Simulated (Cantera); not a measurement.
What does this Cantera script print?

```python
import numpy as np
import cantera as ct

gas_names = """
    CL CLO CL2 Fe FeCL FeCL2 FeCL3 FeO Fe(OH)2 Fe2CL4 Fe2CL6 H HCL HOCL HO2 H2 H2O H2O2 O OH O2 O3
""".split()
cond_names = """
    Fe(a) Fe(c) Fe(d) Fe(L) FeCL2(s) FeCL2(L) FeCL3(s) FeCL3(L) FeO(s) FeO(L) Fe(OH)2(s) Fe(OH)3(s)
    Fe2O3(s) Fe3O4(s) H2O(s) H2O(L)
""".split()


# ... load() reads the species with a 1 bar reference pressure and builds the phases ...
atoms = {
    'Fe3O4': {'Fe': 3, 'O': 4},
    'Cl2': {'CL': 2},
    'H2': {'H': 2},
    'HCl': {'H': 1, 'CL': 1},
}
top_T = {'Fe2O3(s)': 1830, 'Fe3O4(s)': 1870}  # K; cautious upper limits of use, not melting points


# ... equilibrate(T, P, feed) seeds the gas with the atoms and calls Mixture.equilibrate('TP', solver="vcs", rtol=1e-11, max_steps=5000) ...
results = []
feed = {'Fe3O4': 1, 'Cl2': 0.39, 'H2': 0.14, 'HCl': 0.1}  # mol
P = 36000  # Pa
for T in [725, 775, 825, 875, 925, 975, 1025, 1075, 1125, 1175, 1225, 1275, 1325]:
    mix = equilibrate(T, P, feed)
    results.append((T, P, feed, dict(zip(mix.species_names, mix.species_moles))))
    x = sorted(zip(gas.X, gas.species_names), reverse=True)
    print(f"T = {T:g} K  P = {P:g} Pa  gas = {mix.phase_moles(0):.4g} mol")
    print("   x: " + "  ".join(f"{s} {v:.3e}" for v, s in x if v > 0.0001))
    print("   condensed (mol): " + ("  ".join(f"{mix.phase(i).name} {mix.phase_moles(i):.4g}"
          for i in range(1, mix.n_phases) if mix.phase_moles(i) > 1e-12) or "none"))
```

It prints:

```
T = 725 K  P = 36000 Pa  gas = 0.2391 mol
   x: H2O 5.891e-01  HCL 4.109e-01
   condensed (mol): FeCL2(s) 0.3909  Fe2O3(s) 1.141  Fe3O4(s) 0.1091
T = 775 K  P = 36000 Pa  gas = 0.2719 mol
   x: HCL 6.021e-01  H2O 3.977e-01  FeCL2 1.037e-04
   condensed (mol): FeCL2(s) 0.3581  Fe2O3(s) 1.108  Fe3O4(s) 0.1419
T = 825 K  P = 36000 Pa  gas = 0.3088 mol
   x: HCL 7.672e-01  H2O 2.317e-01  FeCL2 6.193e-04  FeCL3 3.734e-04
   condensed (mol): FeCL2(s) 0.3212  Fe2O3(s) 1.071  Fe3O4(s) 0.1786
T = 875 K  P = 36000 Pa  gas = 0.3409 mol
   x: HCL 8.734e-01  H2O 1.207e-01  FeCL2 2.986e-03  FeCL3 2.439e-03  Fe2CL4 4.305e-04
   condensed (mol): FeCL2(s) 0.2886  Fe2O3(s) 1.039  Fe3O4(s) 0.2101
T = 925 K  P = 36000 Pa  gas = 0.3686 mol
   x: HCL 9.136e-01  H2O 5.861e-02  FeCL3 1.286e-02  FeCL2 1.203e-02  Fe2CL4 2.402e-03  Fe2CL6 4.432e-04
   condensed (mol): FeCL2(s) 0.2578  Fe2O3(s) 1.011  Fe3O4(s) 0.236
T = 975 K  P = 36000 Pa  gas = 0.4053 mol
   x: HCL 8.774e-01  FeCL3 4.565e-02  FeCL2 3.624e-02  H2O 3.006e-02  Fe2CL4 8.375e-03  Fe2CL6 2.242e-03
   condensed (mol): FeCL2(L) 0.2102  Fe2O3(s) 0.9715  Fe3O4(s) 0.2683
T = 1025 K  P = 36000 Pa  gas = 0.4813 mol
   x: HCL 7.591e-01  FeCL3 1.150e-01  FeCL2 8.485e-02  Fe2CL4 1.942e-02  H2O 1.525e-02  Fe2CL6 6.276e-03  CL2 1.237e-04
   condensed (mol): FeCL2(L) 0.1057  Fe2O3(s) 0.8843  Fe3O4(s) 0.3349
T = 1075 K  P = 36000 Pa  gas = 0.5623 mol
   x: HCL 6.544e-01  FeCL3 1.691e-01  FeCL2 1.360e-01  Fe2CL4 2.291e-02  H2O 1.072e-02  Fe2CL6 6.490e-03  CL2 3.476e-04
   condensed (mol): Fe2O3(s) 0.8004  Fe3O4(s) 0.3982
T = 1125 K  P = 36000 Pa  gas = 0.5704 mol
   x: HCL 6.410e-01  FeCL3 1.642e-01  FeCL2 1.622e-01  Fe2CL4 1.608e-02  H2O 1.255e-02  Fe2CL6 3.135e-03  CL2 6.894e-04
   condensed (mol): Fe2O3(s) 0.811  Fe3O4(s) 0.3899
T = 1175 K  P = 36000 Pa  gas = 0.5771 mol
   x: HCL 6.290e-01  FeCL2 1.870e-01  FeCL3 1.551e-01  H2O 1.475e-02  Fe2CL4 1.120e-02  Fe2CL6 1.524e-03  CL2 1.263e-03  CL 2.145e-04
   condensed (mol): Fe2O3(s) 0.8228  Fe3O4(s) 0.3807
T = 1225 K  P = 36000 Pa  gas = 0.5827 mol
   x: HCL 6.176e-01  FeCL2 2.099e-01  FeCL3 1.440e-01  H2O 1.726e-02  Fe2CL4 7.822e-03  CL2 2.171e-03  Fe2CL6 7.548e-04  CL 4.740e-04
   condensed (mol): Fe2O3(s) 0.8348  Fe3O4(s) 0.3714
T = 1275 K  P = 36000 Pa  gas = 0.5878 mol
   x: HCL 6.064e-01  FeCL2 2.309e-01  FeCL3 1.323e-01  H2O 2.007e-02  Fe2CL4 5.496e-03  CL2 3.537e-03  CL 9.796e-04  Fe2CL6 3.831e-04
   condensed (mol): Fe2O3(s) 0.8459  Fe3O4(s) 0.3626
T = 1325 K  P = 36000 Pa  gas = 0.5924 mol
   x: HCL 5.952e-01  FeCL2 2.496e-01  FeCL3 1.205e-01  H2O 2.315e-02  CL2 5.504e-03  Fe2CL4 3.893e-03  CL 1.909e-03  Fe2CL6 1.994e-04  O2 1.042e-04
   condensed (mol): Fe2O3(s) 0.8548  Fe3O4(s) 0.3554
```

These are equilibrium values from Cantera (NASA tables, ideal gas, pure condensed phases), not measurements of a reactor. Mutual solubility and eutectic melting of coexisting phases are not modelled. Condensed phases not in the tables: FeOCl.
